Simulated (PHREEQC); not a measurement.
PHREEQC input (ion-association model, phreeqc.dat):

```
SOLUTION_MASTER_SPECIES
  Amm  AmmH+  0  AmmH  17.031  # ammonia with no redox link, constants of NH4+
SOLUTION_SPECIES
  AmmH+ = AmmH+
    -log_k 0
    -gamma 2.5 0
    -dw 1.98e-9
  AmmH+ = Amm + H+
    -log_k -9.252
    -delta_h 12.48 kcal
    -analytic 0.6322 -0.001225 -2835.76
    -dw 2.28e-9
  AmmH+ + SO4-2 = AmmHSO4-
    -log_k 1.11
PHASES
  Amm(g)
    Amm = Amm
    -log_k 1.7966
    -analytic -18.758 3.3670e-4 2.5113e3 4.8619 39.192
    -T_c 405.6
    -P_c 111.3
    -Omega 0.25
EXCHANGE_SPECIES
  AmmH+ + X- = AmmHX
    -log_k 0.6
    -gamma 2.5 0
    -delta_h -2.4
SOLUTION 0
  temp 15
  units mmol/kgw
  pH 7 charge
  S(6) 0.76
  Amm 1.52
  Cl 0.01
  O(0) 1 O2(g) -0.68
SOLUTION 1-40
  temp 15
  units mmol/kgw
  pH 7 charge
  Cl 18.81
  K 14
  Ca 2.4
  O(0) 1 O2(g) -0.68
END
EXCHANGE 1-40
  X 0.0012
  -equilibrate 1
END
SELECTED_OUTPUT 1
  -reset false
  -pH true
  -pe true
  -ionic_strength true
  -water true
  -step true
  -totals Amm Ca Cl K S S(-2) S(6)
  -molalities CaX2 KX AmmHX
  -saturation_indices Gypsum Sylvite
PRINT
  -reset false
TRANSPORT
  -cells 40
  -shifts 160
  -lengths 0.0125
  -time_step 60
  -dispersivities 0.025
  -boundary_conditions flux flux
  -correct_disp true
  -punch_cells 40
  -punch_frequency 5
END
# ... the last block is repeated for the other 32 points of pore volumes
```

Selected output (columns that matter, 18 of 33 rows; pore volumes added in front):

```
pore volumes	pH	mu	Amm	Ca	Cl	K	S	m_CaX2	m_KX	si_Gypsum	si_Sylvite
0	5.0511	0.02121	0	0.0024	0.01881	0.014	0	0.00032065	0.0005587	-1000	-4.5521
0.2625	5.0511	0.02121	1.9172e-09	0.0024	0.01881	0.014	1.7298e-09	0.00032065	0.0005587	-7.3395	-4.5521
0.5125	5.051	0.020805	2.3043e-05	0.0023412	0.018426	0.013741	1.5538e-05	0.00032155	0.00055618	-3.3925	-4.5681
0.7625	5.0499	0.016605	0.00028026	0.0017617	0.014386	0.01093	0.00017883	0.00033395	0.00052176	-2.4071	-4.7639
1.0125	5.0473	0.01005	0.00068027	0.00090475	0.0079587	0.0063363	0.00043867	0.00036047	0.0004424	-2.2142	-5.2361
1.1375	5.0458	0.0074546	0.00083048	0.00058445	0.0053586	0.0044368	0.00054378	0.00037415	0.0003947	-2.2641	-5.5516
1.3875	5.0431	0.0043001	0.0010039	0.00022638	0.0021283	0.0020104	0.00067437	0.00039399	0.00029751	-2.5118	-6.2792
1.6375	5.0413	0.0029941	0.0011005	0.00010022	0.00075436	0.00090326	0.00072991	0.00040222	0.00020404	-2.7943	-7.0679
1.8875	5.0404	0.0025243	0.0011967	6.0808e-05	0.00025265	0.0004247	0.00075019	0.00040392	0.00012369	-2.9843	-7.8668
2.1375	5.04	0.0023675	0.0012893	4.7663e-05	8.5335e-05	0.00020461	0.00075695	0.00040306	6.7291e-05	-3.081	-8.6539
2.3875	5.0398	0.0023169	0.0013582	4.2324e-05	3.2638e-05	9.7965e-05	0.00075908	0.00040086	3.4105e-05	-3.1297	-9.3907
2.6375	5.0397	0.0023004	0.0014013	3.9349e-05	1.6652e-05	4.6166e-05	0.00075973	0.00039764	1.6602e-05	-3.1604	-10.01
2.8875	5.0397	0.0022944	0.0014261	3.7089e-05	1.1924e-05	2.1462e-05	0.00075992	0.00039363	7.9101e-06	-3.1857	-10.487
3.0125	5.0397	0.0022928	0.0014342	3.6059e-05	1.103e-05	1.4582e-05	0.00075996	0.00039141	5.4351e-06	-3.1979	-10.689
3.2625	5.0397	0.0022907	0.0014454	3.41e-05	1.0293e-05	6.7027e-06	0.00075999	0.00038667	2.5535e-06	-3.222	-11.056
3.5125	5.0396	0.0022891	0.0014525	3.225e-05	1.0083e-05	3.0727e-06	0.00076	0.00038169	1.196e-06	-3.2461	-11.404
3.7625	5.0396	0.0022878	0.0014576	3.0509e-05	1.0023e-05	1.4085e-06	0.00076	0.0003766	5.5986e-07	-3.2701	-11.745
4.0125	5.0396	0.0022866	0.0014616	2.8886e-05	1.0007e-05	6.4665e-07	0.00076	0.0003715	2.6237e-07	-3.2938	-12.084
```

Complexes and solids missing from the database can't appear.
